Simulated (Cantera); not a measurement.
Cantera run:

```python
import numpy as np
import cantera as ct

gas_names = """
    B BH BH2 BH3 BN B2 H H2 N NH NH2 NH3 N2 N2H2 N2H4
""".split()
cond_names = """
    B(b) B(L) BN(s)
""".split()


def load(file, names, dense=False):
    # The tables refer to 1 bar. Condensed volumes are neglected.
    table = {s.name: s for s in ct.Species.list_from_file(file)}
    out = []
    for n in names:
        d = dict(table[n].input_data)
        d["thermo"] = dict(d["thermo"], **{"reference-pressure": 1e5})
        if dense:
            d["equation-of-state"] = {"model": "constant-volume", "density": "1e6 g/cm^3"}
        out.append(ct.Species.from_dict(d))
    return out


gas = ct.Solution(thermo="ideal-gas", species=load("nasa_gas.yaml", gas_names))
cond = {s.name: ct.Solution(thermo="fixed-stoichiometry", species=[s], name=s.name)
        for s in load("nasa_condensed.yaml", cond_names, dense=True)}
atoms = {
    'B2H6': {'B': 2, 'H': 6},
    'NH3': {'N': 1, 'H': 3},
}
top_T = {'BN(s)': 3200}  # K; cautious upper limits of use, not melting points


def equilibrate(T, P, feed):
    n = {}
    for name, mol in feed.items():
        for a, k in atoms[name].items():
            n[a] = n.get(a, 0.0) + k * mol
    gas.TPX = T, P, n
    mass = sum(n.values()) * gas.mean_molecular_weight
    gas.equilibrate("TP")
    valid = [c for c in cond.values() if c.min_temp <= T <= top_T.get(c.name, c.max_temp)]
    mix = ct.Mixture([(gas, mass / gas.mean_molecular_weight)] + [(c, 0.0) for c in valid])
    mix.T, mix.P = T, P
    mix.equilibrate("TP", solver="vcs", rtol=1e-11, max_steps=5000)
    return mix


results = []
feed = {'B2H6': 1, 'NH3': 2.3}  # mol
P = 15  # Pa
for T in [1373, 1523, 1673, 1823, 1973, 2123, 2273, 2423]:
    mix = equilibrate(T, P, feed)
    results.append((T, P, feed, dict(zip(mix.species_names, mix.species_moles))))

top = {s: max(r[3][s] / sum(r[3][g] for g in gas_names) for r in results) for s in gas_names}
cols = sorted((s for s in top if top[s] > 1e-06), key=lambda s: -top[s])[:6]
seen = [c for c in cond_names if any(r[3].get(c, 0) > 1e-12 for r in results)]
print("log10 of partial pressures in bar; condensed amounts in mol")
print(f"{'T/K':>10s}" + "".join(f"{s[:9]:>10s}" for s in cols + seen))
for T, P, feed, n in results:
    ng = sum(n[g] for g in gas_names)
    print(f"{T:10.4g}" + "".join(f"{np.log10(max(n[s] / ng * P / 1e5, 1e-99)):10.3f}" for s in cols)
          + "".join(f"{n.get(c, 0):10.4g}" for c in seen))
```

Result:

```
log10 of partial pressures in bar; condensed amounts in mol
       T/K        H2         H         B        N2       BH2        BH      B(b)     BN(s)
      1373    -3.834    -7.395   -15.713    -5.467   -11.666   -15.817         0         2
      1523    -3.835    -6.554   -12.687    -5.468   -10.005   -13.247         0         2
      1673    -3.838    -5.863   -10.207    -5.469    -8.647   -11.143         0         2
      1823    -3.859    -5.293    -8.281    -5.189    -7.674    -9.541    0.2908     1.708
      1973    -3.944    -4.842    -7.073    -4.666    -7.342    -8.641     1.993         0
      2123    -4.026    -4.458    -6.038    -4.701    -7.067    -7.876     1.941         0
      2273    -4.218    -4.185    -5.143    -4.779    -6.951    -7.275      1.49         0
      2423    -4.591    -4.047    -4.662    -4.900    -7.358    -7.156         0         0
```

These are equilibrium values from Cantera (NASA tables, ideal gas, pure condensed phases), not measurements of a reactor. The feed counts by its element totals alone. Mutual solubility and eutectic melting of coexisting phases are not modelled. The tables' values for BH2 are old estimates; treat these amounts as uncertain.
